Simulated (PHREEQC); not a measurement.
A column of 0.2 m (30 cells, dispersivity 0.01 m, 60 s a shift, diffusion coefficient 3e-10 m²/s) holds 0.11 eq of the database's cation exchanger X per kg of pore water, first in equilibrium with 1.4 mmol/kgw MnCl2, 0.89 mmol/kgw CdCl2 and 0.01 mmol/kgw HCl. It is flushed with 2.1 mmol/kgw KBr, 75 mmol/kgw LiCl, 1.9 mmol/kgw PbCl2 and 0.01 mmol/kgw HCl, at 40 °C. Values are for the last cell. CO2 from the air is kept out. Nothing may precipitate in this run.

The series has 31 steps of pore volumes, from 0 to 5.017.

Computed with PHREEQC (ion-association model, phreeqc.dat).

Question: After how many pore volumes does Li at the outlet first reach half of its feed value?

Answer: By 1.5 pore volumes.

Question: After how many pore volumes does Br at the outlet first reach half of its feed value?

Answer: By 1.0 pore volumes.

Question: After how many pore volumes does K at the outlet first reach half of its feed value?

Answer: By 5.0 pore volumes.

Away from 25 °C the constants follow the database's enthalpies or fits; those with neither stay at their 25 °C values.
